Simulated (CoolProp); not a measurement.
200 sccm (0 °C, 1 atm) of nitrogen bubbles through liquid R141b at 279 K and leaves saturated at a total pressure of 0.15 MPa (ideal gas phase). Each further row changes one setting.

Computed with CoolProp (reference Helmholtz-energy equation of state, Lemmon 2006). It is a short technical equation, of lower accuracy than the large ones.

| case | vapour pressure (kPa) | mole fraction of vapour | delivery (mg/min) | delivery (sccm) | change of delivery for a bath 1 K warmer (%) |
|---|---|---|---|---|---|
| as stated | 36.4 | 0.243 | 335 | 64.2 | 5.9 |
| bath temperature 284 K | 45.1 | 0.300 | (withheld) | (withheld) | 6.2 |
| total pressure 0.3 MPa | 36.4 | (withheld) | 144 | (withheld) | (withheld) |

Problem. Complete the blanks.

Solution. 
- bath temperature 284 K, delivery (mg/min): 448
- bath temperature 284 K, delivery (sccm): 85.9
- total pressure 0.3 MPa, mole fraction of vapour: 0.121
- total pressure 0.3 MPa, delivery (sccm): 27.7
- total pressure 0.3 MPa, change of delivery for a bath 1 K warmer (%): 5.1
